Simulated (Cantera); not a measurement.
# Halide evaporation, hydrolysis and transport: NaI + H2 + N2

Input: 1 mol NaI, 1.3 mol H2, 13 mol N2, at 1.00 Torr.

Equilibrium computed with Cantera from the NASA thermochemical tables; the gas is ideal and each condensed phase is pure. Candidate condensed phases: I2, Na, NaI; 16 gas species. The numbers say what is thermodynamically allowed, not how fast it happens.

From 1300 K to 2200 K nothing is condensed. The main Na-bearing gas is NaI at 1300 K and Na at 2200 K.

| T (K) | x N2 | x H2 | x NaI | x Na | x I | x H |
|---|---|---|---|---|---|---|
| 1300 | 0.849 | 0.0848 | 0.0641 | 0.00120 | 0.00109 | 8.82e-6 |
| 1400 | 0.847 | 0.0846 | 0.0620 | 0.00319 | 0.00302 | 3.87e-5 |
| 1500 | 0.843 | 0.0842 | 0.0575 | 0.00734 | 0.00709 | 0.000140 |
| 1600 | 0.837 | 0.0833 | 0.0497 | 0.0147 | 0.0143 | 0.000430 |
| 1700 | 0.828 | 0.0820 | 0.0383 | 0.0253 | 0.0250 | 0.00116 |
| 1800 | 0.817 | 0.0801 | 0.0252 | 0.0376 | 0.0372 | 0.00277 |
| 1900 | 0.806 | 0.0774 | 0.0140 | 0.0481 | 0.0477 | 0.00605 |
| 2000 | 0.798 | 0.0736 | 0.00679 | 0.0546 | 0.0543 | 0.0121 |
| 2100 | 0.791 | 0.0679 | 0.00314 | 0.0577 | 0.0575 | 0.0222 |
| 2200 | 0.784 | 0.0595 | 0.00146 | 0.0588 | 0.0586 | 0.0376 |
x: gas mole fraction; nothing condenses.
